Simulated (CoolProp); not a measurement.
Vapour-liquid equilibrium of cyclohexane (1) + p-xylene (2) at 481.3 K; x and y are mole fractions of (1).

Computed with CoolProp (multi-fluid Helmholtz-energy mixture model, Zhou 2014 and Zhou 2012; pair parameters Bell 2016).

| x | bubble pressure (MPa) | y at the bubble point | dew pressure at overall composition x (MPa) | liquid density (mol/L) |
|---|---|---|---|---|
| 0.05 | 0.5426 | 0.139 | 0.5027 | 6.396 |
| 0.2 | 0.7144 | 0.417 | 0.5736 | 6.447 |
| 0.35 | 0.8752 | 0.589 | 0.6649 | 6.497 |
| 0.5 | 1.028 | 0.711 | 0.7854 | 6.545 |
| 0.65 | 1.176 | 0.808 | 0.9473 | 6.592 |
| 0.8 | 1.325 | 0.894 | 1.163 | 6.639 |
| 0.95 | 1.476 | 0.974 | 1.431 | 6.687 |

No azeotrope shows between x = 0.05 and 0.95.

Pair parameters are fitted to limited data, so mixtures are less certain than the pure fluids.
